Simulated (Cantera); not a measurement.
# Thermodynamics of boron, boron nitride and boron oxide, feed B2O3 + H2O

Charge: 1 mol B2O3, 0.1 mol H2O, equilibrated at 413 Torr.

Cantera equilibrium calculation (NASA polynomials, part measured and part estimated; ideal gas, pure solids and liquids). Candidate condensed phases: B, B2O3, B3O3H3, H2O; 23 gas species. Gases not in the tables: H3BO3. Rates play no part.

```csv
T (K),log p H2O,log p HBO2,log p B2O3,log p (HBO2)3,log p H2,log p BO2,log p OH,n B2O3(l)
1098,-0.27,-3.91,-9.63,-2.15,-6.01,-10.75,-7.23,0.998
1173,-0.26,-3.38,-8.43,-2.28,-5.50,-9.61,-6.60,0.999
1248,-0.26,-2.93,-7.38,-2.40,-5.05,-8.62,-6.06,0.999
1323,-0.26,-2.53,-6.46,-2.51,-4.66,-7.74,-5.57,0.999
1398,-0.27,-2.17,-5.64,-2.61,-4.31,-6.95,-5.14,0.999
1473,-0.27,-1.86,-4.91,-2.71,-3.99,-6.25,-4.76,0.998
1548,-0.28,-1.58,-4.25,-2.81,-3.71,-5.62,-4.42,0.997
1623,-0.30,-1.33,-3.66,-2.91,-3.46,-5.05,-4.11,0.995
1698,-0.33,-1.11,-3.12,-3.02,-3.23,-4.54,-3.84,0.992
1773,-0.37,-0.92,-2.63,-3.15,-3.04,-4.07,-3.61,0.987
1848,-0.43,-0.76,-2.18,-3.31,-2.87,-3.65,-3.41,0.979
1923,-0.53,-0.63,-1.77,-3.50,-2.74,-3.27,-3.25,0.968
1998,-0.67,-0.54,-1.39,-3.76,-2.64,-2.94,-3.14,0.949
```
log p: log10 of the partial pressure in bar; n: condensed amount in mol.

From 1098 K to 1998 K the condensed part is B2O3(l).
